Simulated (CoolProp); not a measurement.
Vapour-liquid equilibrium of ethane (1) + C2F6 (R116) (2) at 0.449 MPa; x and y are mole fractions of (1).

Model: multi-fluid Helmholtz-energy mixture model, Bücker 2006 and Lemmon 2006; pair parameters Bell 2016, in CoolProp.

Task: Give the bubble temperature and the first vapour's composition at x = 0.35, 0.8, 0.95. Is there an azeotrope?

Result: x = 0.35: 213.9 K, y = 0.572; x = 0.8: 212.4 K, y = 0.723; x = 0.95: 215.0 K, y = 0.874. y crosses x between x = 0.65 and 0.725: the model has an azeotrope there.

The pair parameters rest on a limited set of measurements; away from them the model extrapolates. With so large a gap from Raoult's law the liquid may split in two, which this calculation doesn't test in full.
